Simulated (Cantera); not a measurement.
A closed system holds: 1 mol SO₂, 2.2 mol H₂, equilibrated at 1925 K and 0.0133 bar.

Equilibrium computed with Cantera from the NASA thermochemical tables; the gas is ideal and each condensed phase is pure. Candidate condensed phases: H₂O, H₂SO₄, S; 19 gas species. Rates play no part.

Base state: H₂O 0.419, H₂ 0.318, SO₂ 0.112, S₂ 0.0835, SO 0.0389, SH 0.00979, H₂S 0.00774, S 0.00478 (mole fractions); condensed: gas only.

Task: What changes in the equilibrium state with this change: H₂ from 2.2 to 3.9 mol?

Result: 
| species | before | after |
|---|---|---|
| H₂ | 0.318 | 0.486 |
| H₂O | 0.419 | 0.358 |
| S₂ | 0.0835 | 0.0710 |
| SO₂ | 0.112 | 0.0321 |
| SO | 0.0389 | 0.0200 |
| H₂S | 0.00774 | 0.0109 |
| SH | 0.00979 | 0.0112 |
| S₂O | 0.000822 | 0.000389 |
| OH | 0.000533 | 0.000367 |
| H | 0.00467 | 0.00577 |
| S | 0.00478 | 0.00441 |
